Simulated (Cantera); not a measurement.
A closed system holds: 1 mol Cr, 0.77 mol N2, 12 mol NH3, equilibrated at 1575 K and 1000 Pa.

Method: chemical equilibrium by Gibbs-energy minimisation in Cantera with the NASA 1993 tables (ideal gas, pure condensed phases). Candidate condensed phases: Cr, CrN, Cr2N; 11 gas species. Kinetics and transport are ignored.

Base state: H2 0.726, N2 0.273, H 0.000354, Cr 0.000244 (mole fractions); condensed: Cr(s).

**Question.** What changes in the equilibrium state with this change: temperature from 1575 K to 1950 K?

**Answer.** 
| species | before | after |
|---|---|---|
| H2 | 0.726 | 0.690 |
| N2 | 0.273 | 0.261 |
| Cr | 0.000244 | 0.0386 |
| H | 0.000354 | 0.00952 |
| Cr(s), mol | 0.994 | 0 |
